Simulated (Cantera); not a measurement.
An isothermal, constant-pressure homogeneous reactor starts with 46.7 % CH4, 35.5 % CO2, 17.8 % H2, at 1375 K and 760 Torr.

Computed with Cantera and GRI-Mech 3.0 (53 species, 325 reactions).

Question: Predict: x(CH4) at 50.0 s; x(CO2) at 50.0 s; x(H2) at 50.0 s; x(CH3) at 50.0 s.

Answer: 
- x(CH4) at 50.0 s = 0.149 (gas-phase equilibrium 0.0597)
- x(CO2) at 50.0 s = 0.0695 (gas-phase equilibrium 8.73e-6)
- x(H2) at 50.0 s = 0.285 (gas-phase equilibrium 0.524)
- x(CH3) at 50.0 s = 1.90e-5 (gas-phase equilibrium 5.63e-6)
